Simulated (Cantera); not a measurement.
Hydrogen reduction and annealing atmospheres: FeS + H2

Charge: 1 mol FeS, 2300 mol H2, equilibrated at 948.15 K and 27000 Pa.

These are equilibrium values from Cantera (NASA tables, ideal gas, pure condensed phases), not measurements of a reactor. Candidate condensed phases: Fe, FeS, FeS2, S; 8 gas species. The numbers say what is thermodynamically allowed, not how fast it happens.

```
Quantity                            Value
-------------------------------  --------
x(H2)                               1.000
x(H2S)                           0.000435
n(Fe(α))                         1.00 mol
gas amount                       2300 mol
log10 activity of S(l) (absent)     -5.97
```
